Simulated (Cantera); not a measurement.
A perfectly stirred reactor is fed with C2H6 : H2 = 1 : 120 (molar parts), at 360 Pa; it is held at 1350 K, and followed from long to short residence time.

Cantera simulation using GRI-Mech 3.0 (53 species, 325 reactions); the numbers are that mechanism's predictions, not measurements. GRI-Mech 3.0 stops at C3 and has no aromatics, soot or wall deposition, so with more carbon than oxygen in the feed, carbon stays in small species such as C2H2 where larger ones or solid carbon would form. Radical loss at walls, strong at low pressure, is not modelled.

**Question.** What does this change do: C2H6 1 to 8.9 parts?

**Answer.** 
| quantity | before | after |
|---|---|---|
| x(C2H6) at τ = 3.80 s | 5.30e-5 | 0.000437 |
| x(H2) at τ = 3.80 s | 0.989 | 0.914 |
| x(CH3) at τ = 3.80 s | 2.77e-5 | 0.000204 |
| x(C2H2) at τ = 3.80 s | 0.00452 | 0.0367 |
| x(H) at τ = 3.80 s | 0.000222 | 0.000210 |
| x(C2H6) at τ = 28.0 ms | 0.00337 | 0.0226 |
| x(H2) at τ = 28.0 ms | 0.989 | 0.911 |
| x(CH3) at τ = 28.0 ms | 8.72e-5 | 0.00105 |
| x(C2H2) at τ = 28.0 ms | 0.000207 | 0.00245 |
| x(H) at τ = 28.0 ms | 0.000282 | 0.000380 |
